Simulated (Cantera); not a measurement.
What does this Cantera script print?

```python
import numpy as np
import cantera as ct

gas_names = """
    O2 N2
""".split()
cond_names = """
    V(cr) VN(s) VO(s) V2O3(s) V2O4(II) V2O5(L)
""".split()


# ... load() reads the species with a 1 bar reference pressure and builds the phases ...
species = {s.name: s for s in load("nasa_gas.yaml", gas_names) + load("nasa_condensed.yaml", cond_names)}
T = 1525
g = {n: (s.thermo.h(T) - T * s.thermo.s(T)) / (ct.gas_constant * T * np.log(10)) for n, s in species.items()}
valid = cond_names  # the entries whose range holds T


def stable(la, lb):
    # potentials (over RT ln 10) of the two non-metals from log10 p(O2) and log10 p(N2) in bar
    mu = {}
    mu["O"] = (g["O2"] + la) / 2
    mu["N"] = (g["N2"] + lb) / 2
    cost = {}
    for n in valid:
        c = species[n].composition
        cost[n] = (g[n] - sum(c.get(e, 0) * m for e, m in mu.items())) / c["V"]
    return min(cost, key=cost.get)


results = []
for lb in [1, 0.2, -0.5, -1.2, -2, -2.8, -3.5, -4.2, -5, -5.8, -6.5, -7.2, -8]:
    row = [stable(la, lb) for la in [-15, -14.3, -13.6, -12.9, -12.1, -11.4, -10.7, -10, -9.3, -8.6, -7.9, -7.1, -6.4, -5.7, -5, -4.3, -3.6, -2.9, -2.1, -1.4, -0.7, 0]]
    results.append(row)
    print(f"{lb:6.1f}  " + " ".join(f"{valid.index(n):x}" for n in row))
print("key: " + ", ".join(f"{i:x} {n}" for i, n in enumerate(valid)))
```

Output:

```
   1.0  1 3 3 3 3 3 3 3 3 3 3 3 4 4 4 4 4 4 4 5 5 5
   0.2  1 3 3 3 3 3 3 3 3 3 3 3 4 4 4 4 4 4 4 5 5 5
  -0.5  3 3 3 3 3 3 3 3 3 3 3 3 4 4 4 4 4 4 4 5 5 5
  -1.2  3 3 3 3 3 3 3 3 3 3 3 3 4 4 4 4 4 4 4 5 5 5
  -2.0  3 3 3 3 3 3 3 3 3 3 3 3 4 4 4 4 4 4 4 5 5 5
  -2.8  3 3 3 3 3 3 3 3 3 3 3 3 4 4 4 4 4 4 4 5 5 5
  -3.5  3 3 3 3 3 3 3 3 3 3 3 3 4 4 4 4 4 4 4 5 5 5
  -4.2  3 3 3 3 3 3 3 3 3 3 3 3 4 4 4 4 4 4 4 5 5 5
  -5.0  3 3 3 3 3 3 3 3 3 3 3 3 4 4 4 4 4 4 4 5 5 5
  -5.8  3 3 3 3 3 3 3 3 3 3 3 3 4 4 4 4 4 4 4 5 5 5
  -6.5  3 3 3 3 3 3 3 3 3 3 3 3 4 4 4 4 4 4 4 5 5 5
  -7.2  3 3 3 3 3 3 3 3 3 3 3 3 4 4 4 4 4 4 4 5 5 5
  -8.0  3 3 3 3 3 3 3 3 3 3 3 3 4 4 4 4 4 4 4 5 5 5
key: 0 V(cr), 1 VN(s), 2 VO(s), 3 V2O3(s), 4 V2O4(II), 5 V2O5(L)
```

Cantera with NASA thermochemical tables; ideal gases at 1 bar, condensed phases pure. VN, VO: taken at fixed stoichiometry. Not in the tables: V3O5 to V6O13, V2N.
